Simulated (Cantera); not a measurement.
**Ammonia decomposition in nitride growth gas**

A perfectly stirred reactor is fed with 89.3 % NH₃, 10.7 % H₂, at 0.0133 bar; it is held at 2050 K, and followed from long to short residence time.

Computed with Cantera and the gas-phase N/H chemistry of the illustrative SiF4/NH3 mechanism in the Surface Chemkin manual (1991). Walls and surfaces, which speed up NH3 decomposition in real reactors, are not modelled.

```tsv
τ (s)	x NH₃	x H₂	x N₂H₂	x NH	x NH₂	x H	x N
1.8	0.224	0.598	2.52e-6	2.33e-5	0.000731	0.000662	2.15e-6
0.94	0.342	0.512	4.36e-6	2.66e-5	0.000983	0.000499	2.08e-6
0.48	0.486	0.405	7.03e-6	2.91e-5	0.00126	0.000357	1.91e-6
0.25	0.622	0.306	9.98e-6	3.00e-5	0.00150	0.000252	1.68e-6
0.13	0.729	0.226	1.26e-5	2.97e-5	0.00168	0.000179	1.42e-6
0.065	0.804	0.171	1.43e-5	2.84e-5	0.00181	0.000132	1.17e-6
0.033	0.847	0.139	1.47e-5	2.65e-5	0.00184	0.000105	9.65e-7
0.017	0.870	0.123	1.37e-5	2.39e-5	0.00180	8.79e-5	7.87e-7
0.0088	0.882	0.114	1.10e-5	1.99e-5	0.00164	7.34e-5	5.93e-7
0.0045	0.888	0.110	6.63e-6	1.37e-5	0.00132	5.64e-5	3.50e-7
```
x: mole fraction; the columns are a selection and need not sum to one.
